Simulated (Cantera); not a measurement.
## Metals in furnace atmospheres: Ti + CO + H2

Charge: 1 mol Ti, 0.73 mol CO, 54 mol H2, equilibrated at 1.50 Torr.

Equilibrium computed with Cantera from the NASA thermochemical tables; the gas is ideal and each condensed phase is pure. Candidate condensed phases: C, C6H6, C7H8, C8H18, H2O, Ti, TiC, TiO, TiO2, Ti2O3, Ti3O5, Ti4O7; 113 gas species. Mutual solubility and eutectic melting of coexisting phases are not modelled. TiC, TiO: taken at fixed stoichiometry. Condensed phases not in the tables: solid solutions among these carbides, nitrides and lower oxides. The numbers say what is thermodynamically allowed, not how fast it happens.

| T (K) | x H2 | x CO | x H | x CH4 | x H2O | n TiC(s) | n Ti2O3(s) | n TiO(s) |
|---|---|---|---|---|---|---|---|---|
| 1075 | 0.998 | 0.00239 | 3.28e-7 | 1.84e-5 | 2.94e-6 | 0.600 | 0.200 | 0 |
| 1125 | 0.998 | 0.00240 | 9.92e-7 | 5.37e-6 | 3.29e-6 | 0.600 | 0.200 | 0 |
| 1175 | 0.998 | 0.00240 | 2.74e-6 | 1.74e-6 | 3.64e-6 | 0.600 | 0.200 | 0 |
| 1225 | 0.998 | 0.00240 | 6.96e-6 | 6.18e-7 | 3.98e-6 | 0.600 | 0.200 | 0 |
| 1275 | 0.998 | 0.00240 | 1.65e-5 | 2.39e-7 | 4.32e-6 | 0.600 | 0.200 | 0 |
| 1325 | 0.998 | 0.00240 | 3.65e-5 | 9.91e-8 | 4.65e-6 | 0.600 | 0.200 | 0 |
| 1375 | 0.998 | 0.00240 | 7.65e-5 | 4.39e-8 | 4.97e-6 | 0.600 | 0.200 | 0 |
| 1425 | 0.997 | 0.00240 | 0.000152 | 2.07e-8 | 5.28e-6 | 0.600 | 0.200 | 0 |
| 1475 | 0.997 | 0.00315 | 0.000290 | 1.20e-8 | 6.22e-6 | 0.559 | 0.118 | 0.204 |
| 1525 | 0.995 | 0.00424 | 0.000528 | 8.06e-9 | 6.80e-6 | 0.500 | 0 | 0.500 |
| 1575 | 0.995 | 0.00424 | 0.000927 | 4.84e-9 | 6.44e-6 | 0.500 | 0 | 0.500 |
| 1625 | 0.994 | 0.00423 | 0.00157 | 3.00e-9 | 6.11e-6 | 0.500 | 0 | 0.500 |
| 1675 | 0.993 | 0.00423 | 0.00259 | 1.92e-9 | 5.80e-6 | 0.500 | 0 | 0.500 |
| 1725 | 0.992 | 0.00423 | 0.00414 | 1.26e-9 | 5.52e-6 | 0.500 | 0 | 0.500 |
x: gas mole fraction; n: condensed amount in mol.

From 1075 K to 1425 K the condensed part is TiC(s) + Ti2O3(s). At 1475 K the condensed part is TiC(s) + TiO(s) + Ti2O3(s). From 1525 K to 1725 K the condensed part is TiC(s) + TiO(s).
